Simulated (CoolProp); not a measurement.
A Linde-Hampson liquefier for methane: isothermal reversible compression at 250 K from 1 atm to 15 MPa, throttling to 1 atm, return gas leaving the recuperator 0 K below the feed. Each further row changes one setting.

Computed with CoolProp (reference Helmholtz-energy equation of state, Setzmann 1991).

```json
[
 {"case": "as stated", "liquid yield per pass": "[?]", "compression work (kJ/kg of gas)": "588"},
 {"case": "high pressure 30 MPa", "liquid yield per pass": "0.353", "compression work (kJ/kg of gas)": "[?]"},
 {"case": "warm-end temperature 280 K", "liquid yield per pass": "[?]", "compression work (kJ/kg of gas)": "682"},
 {"case": "warm-end gap 5 K", "liquid yield per pass": "[?]", "compression work (kJ/kg of gas)": "588"}
]
```

### Question
Some entries are withheld; supply them.

### Answer

- as stated, liquid yield per pass: 0.285
- high pressure 30 MPa, compression work (kJ/kg of gas): 653
- warm-end temperature 280 K, liquid yield per pass: 0.196
- warm-end gap 5 K, liquid yield per pass: 0.275
